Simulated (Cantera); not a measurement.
Input: 1 mol Cr, 0.51 mol NH3, 0.22 mol O2, held at 850 K and 0.133 bar.

Method: chemical equilibrium by Gibbs-energy minimisation in Cantera with the NASA 1993 tables (ideal gas, pure condensed phases). Candidate condensed phases: Cr, CrN, Cr2N, Cr2O3, H2O; 29 gas species. Rates play no part.

Base state: H2 1.000, N2 0.000107 (mole fractions); condensed: CrN(s) + Cr2N(s) + Cr2O3(s).

Question: What changes in the equilibrium state with this change: temperature from 850 K to 1300 K?

Answer: 
```
species          before     after
-------------  --------  --------
H2                1.000     0.907
N2             0.000107    0.0928
H2O             1.58e-6  0.000311
CrN(s), mol       0.313         0
Cr2N(s), mol      0.197     0.353
Cr2O3(s), mol     0.147     0.147
```
Mutual solubility and eutectic melting of coexisting phases are not modelled.
